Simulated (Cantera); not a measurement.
An isothermal, constant-pressure homogeneous reactor starts with 22.7 % NH3, 77.3 % N2, at 2373 K and 20.0 Torr.

Computed with Cantera and the gas-phase N/H chemistry of the illustrative SiF4/NH3 mechanism in the Surface Chemkin manual (1991). Walls and surfaces, which speed up NH3 decomposition in real reactors, are not modelled.

x: mole fraction; the columns are a selection and need not sum to one.

| t (s) | x NH3 | x H | x H2 | x NH | x N2H2 | x N |
|---|---|---|---|---|---|---|
| 6.00e-6 | 0.227 | 5.87e-6 | 5.82e-6 | 1.07e-9 | 2.64e-11 | <1e-12 |
| 2.07e-5 | 0.227 | 7.35e-6 | 3.30e-5 | 2.45e-8 | 9.34e-10 | 1.44e-11 |
| 7.16e-5 | 0.227 | 7.43e-6 | 0.000132 | 4.11e-7 | 1.83e-8 | 8.72e-10 |
| 0.000247 | 0.226 | 8.55e-6 | 0.000490 | 6.09e-6 | 3.31e-7 | (withheld) |
| 0.000855 | 0.223 | 2.53e-5 | 0.00254 | 3.81e-5 | 4.16e-6 | (withheld) |
| 0.00295 | 0.210 | 0.000110 | 0.0177 | 7.84e-5 | 8.35e-6 | (withheld) |
| 0.0102 | 0.170 | 0.000301 | 0.0672 | 9.68e-5 | 6.06e-6 | (withheld) |
| 0.0353 | 0.0866 | 0.000775 | 0.170 | 8.79e-5 | 2.59e-6 | 1.29e-5 |
| 0.122 | 0.0114 | 0.00204 | 0.262 | 4.22e-5 | 2.50e-7 | 1.25e-5 |
| 0.421 | 1.72e-5 | 0.0117 | 0.270 | 2.09e-6 | 8.24e-11 | (withheld) |
| 1.45 | 7.25e-8 | 0.0360 | 0.255 | 9.34e-8 | <1e-12 | (withheld) |
| 5.03 | 3.36e-8 | 0.0431 | 0.250 | 6.43e-8 | <1e-12 | 4.33e-7 |
| 17.4 | 3.37e-8 | 0.0431 | 0.250 | 6.44e-8 | <1e-12 | 4.34e-7 |
| 60.0 | 3.37e-8 | 0.0431 | 0.250 | 6.44e-8 | <1e-12 | 4.34e-7 |

Question: Complete the blanks.

Answer: 
- 0.000247, x N: 3.56e-8
- 0.000855, x N: 4.35e-7
- 0.00295, x N: 2.98e-6
- 0.0102, x N: 8.56e-6
- 0.421, x N: 3.55e-6
- 1.45, x N: 5.16e-7
